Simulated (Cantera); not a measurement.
Cantera run:

```python
import numpy as np
import cantera as ct

gas_names = """
    H HNO HNO2 HNO3 HO2 H2 H2O H2O2 N NH NH2 NH3 NH2OH NO NO2 NO3 N2 N2H2 N2H4 N2O O OH O2 O3 Si SiH
    SiH2 SiH3 SiH4 SiN SiO SiO2 Si2 Si2N Si3
""".split()
cond_names = """
    H2O(s) H2O(L) Si(cr) Si(L) SiO2(Lqz) SiO2(hqz) SiO2(L) Si2N2O(s) Si3N4(a)
""".split()


def load(file, names, dense=False):
    # The tables refer to 1 bar. Condensed volumes are neglected.
    table = {s.name: s for s in ct.Species.list_from_file(file)}
    out = []
    for n in names:
        d = dict(table[n].input_data)
        d["thermo"] = dict(d["thermo"], **{"reference-pressure": 1e5})
        if dense:
            d["equation-of-state"] = {"model": "constant-volume", "density": "1e6 g/cm^3"}
        out.append(ct.Species.from_dict(d))
    return out


gas = ct.Solution(thermo="ideal-gas", species=load("nasa_gas.yaml", gas_names))
cond = {s.name: ct.Solution(thermo="fixed-stoichiometry", species=[s], name=s.name)
        for s in load("nasa_condensed.yaml", cond_names, dense=True)}
atoms = {
    'SiH4': {'Si': 1, 'H': 4},
    'NO': {'N': 1, 'O': 1},
    'H2': {'H': 2},
}
top_T = {'Si2N2O(s)': 2100, 'Si3N4(a)': 2400}  # K; cautious upper limits of use, not melting points


def equilibrate(T, P, feed):
    n = {}
    for name, mol in feed.items():
        for a, k in atoms[name].items():
            n[a] = n.get(a, 0.0) + k * mol
    gas.TPX = T, P, n
    mass = sum(n.values()) * gas.mean_molecular_weight
    gas.equilibrate("TP")
    valid = [c for c in cond.values() if c.min_temp <= T <= top_T.get(c.name, c.max_temp)]
    mix = ct.Mixture([(gas, mass / gas.mean_molecular_weight)] + [(c, 0.0) for c in valid])
    mix.T, mix.P = T, P
    mix.equilibrate("TP", solver="vcs", rtol=1e-11, max_steps=5000)
    return mix


results = []
T = 1775  # K
P = 4900  # Pa
for m in [5.7, 13, 21, 29, 37, 44, 52]:
    feed = {'SiH4': 1, 'NO': 3, 'H2': m}  # mol
    mix = equilibrate(T, P, feed)
    results.append((T, P, feed, dict(zip(mix.species_names, mix.species_moles))))
    x = sorted(zip(gas.X, gas.species_names), reverse=True)
    print(f"T = {T:g} K  P = {P:g} Pa  n(H2) = {m:g} mol  gas = {mix.phase_moles(0):.4g} mol")
    print("   x: " + "  ".join(f"{s} {v:.3e}" for v, s in x if v > 0.0001))
    print("   condensed (mol): " + ("  ".join(f"{mix.phase(i).name} {mix.phase_moles(i):.4g}"
          for i in range(1, mix.n_phases) if mix.phase_moles(i) > 1e-12) or "none"))
```

Result:

```
T = 1775 K  P = 4900 Pa  n(H2) = 5.7 mol  gas = 9.207 mol
   x: H2 7.270e-01  N2 1.629e-01  H2O 1.088e-01  H 1.115e-03  SiO 1.824e-04
   condensed (mol): SiO2(L) 0.9983
T = 1775 K  P = 4900 Pa  n(H2) = 13 mol  gas = 16.52 mol
   x: H2 8.467e-01  N2 9.082e-02  H2O 6.092e-02  H 1.203e-03  SiO 3.793e-04
   condensed (mol): SiO2(L) 0.9937
T = 1775 K  P = 4900 Pa  n(H2) = 21 mol  gas = 24.53 mol
   x: H2 8.957e-01  N2 6.115e-02  H2O 4.135e-02  H 1.237e-03  SiO 5.910e-04
   condensed (mol): SiO2(L) 0.9855
T = 1775 K  P = 4900 Pa  n(H2) = 29 mol  gas = 32.55 mol
   x: H2 9.203e-01  N2 4.609e-02  H2O 3.152e-02  H 1.254e-03  SiO 7.968e-04
   condensed (mol): SiO2(L) 0.9741
T = 1775 K  P = 4900 Pa  n(H2) = 37 mol  gas = 40.57 mol
   x: H2 9.351e-01  N2 3.698e-02  H2O 2.564e-02  H 1.264e-03  SiO 9.951e-04
   condensed (mol): SiO2(L) 0.9596
T = 1775 K  P = 4900 Pa  n(H2) = 44 mol  gas = 47.59 mol
   x: H2 9.439e-01  N2 3.152e-02  H2O 2.217e-02  H 1.270e-03  SiO 1.162e-03
   condensed (mol): SiO2(L) 0.9447
T = 1775 K  P = 4900 Pa  n(H2) = 52 mol  gas = 55.61 mol
   x: H2 9.511e-01  N2 2.697e-02  H2O 1.932e-02  SiO 1.343e-03  H 1.275e-03
   condensed (mol): SiO2(L) 0.9253
```

Method: chemical equilibrium by Gibbs-energy minimisation in Cantera with the NASA 1993 tables (ideal gas, pure condensed phases). The tables hold silica as quartz up to 1696 K and as liquid above; real silica turns to tridymite and cristobalite and melts near 1996 K.
